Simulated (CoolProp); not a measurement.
Values from CoolProp's reference Helmholtz-energy equation of state, Gao 2022.

Question: Give the vapour pressure (kPa), liquid density (kg/m³), vapour density (kg/m³), enthalpy of vaporisation (kJ/kg) of saturated n-perfluoropentane at 206.3, 252.1 K.

Answer: 
| T (K) | p (kPa) | liquid density (kg/m³) | vapour density (kg/m³) | enthalpy of vaporisation (kJ/kg) |
|---|---|---|---|---|
| 206.3 | 0.347 | 1880 | 0.0583 | 115 |
| 252.1 | 10.1 | 1750 | 1.39 | 104 |
